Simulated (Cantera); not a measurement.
An adiabatic, constant-volume homogeneous reactor starts with CH4 : O2 : N2 = 1 : 0.87 : 7.3 (molar parts), at 1150 K and 500000 Pa. Integrator tolerance rtol = 1e-08.

Detailed kinetics in Cantera: GRI-Mech 3.0 (53 species, 325 reactions).

**Question.** What does this change do: pressure from 500000 Pa to 300000 Pa?

**Answer.** 
```csv
quantity,before,after
time of steepest temperature rise,62.7 ms,0.108 s
temperature at 1.00 s,1936 K,1935 K
equilibrium temperature,1936 K,1935 K
x(CH4) at 1.00 s,1.95e-8 (gas-phase equilibrium 2.19e-8),7.02e-9 (gas-phase equilibrium 7.88e-9)
x(O2) at 1.00 s,7.31e-10 (gas-phase equilibrium 7.31e-10),1.21e-9 (gas-phase equilibrium 1.21e-9)
x(CH2) at 1.00 s,<1e-12 (gas-phase equilibrium <1e-12),<1e-12 (gas-phase equilibrium <1e-12)
x(C2H6) at 1.00 s,<1e-12 (gas-phase equilibrium <1e-12),<1e-12 (gas-phase equilibrium <1e-12)
x(CO) at 1.00 s,0.0875 (gas-phase equilibrium 0.0875),0.0875 (gas-phase equilibrium 0.0875)
x(N2O) at 1.00 s,7.49e-11 (gas-phase equilibrium 5.91e-11),1.24e-10 (gas-phase equilibrium 5.89e-11)
x(C2H2) at 1.00 s,4.05e-12 (gas-phase equilibrium 4.55e-12),1.46e-12 (gas-phase equilibrium 1.64e-12)
```

**Question.** What does this change do: pressure from 500000 Pa to 100000 Pa?

**Answer.** 
```csv
quantity,before,after
time of steepest temperature rise,62.7 ms,0.312 s
temperature at 1.00 s,1936 K,1934 K
equilibrium temperature,1936 K,1934 K
x(CH4) at 1.00 s,1.95e-8 (gas-phase equilibrium 2.19e-8),9.08e-10 (gas-phase equilibrium 8.80e-10)
x(O2) at 1.00 s,7.31e-10 (gas-phase equilibrium 7.31e-10),3.58e-9 (gas-phase equilibrium 3.59e-9)
x(CH2) at 1.00 s,<1e-12 (gas-phase equilibrium <1e-12),<1e-12 (gas-phase equilibrium <1e-12)
x(C2H6) at 1.00 s,<1e-12 (gas-phase equilibrium <1e-12),<1e-12 (gas-phase equilibrium <1e-12)
x(CO) at 1.00 s,0.0875 (gas-phase equilibrium 0.0875),0.0875 (gas-phase equilibrium 0.0875)
x(N2O) at 1.00 s,7.49e-11 (gas-phase equilibrium 5.91e-11),4.97e-10 (gas-phase equilibrium 5.83e-11)
x(C2H2) at 1.00 s,4.05e-12 (gas-phase equilibrium 4.55e-12),<1e-12 (gas-phase equilibrium <1e-12)
```
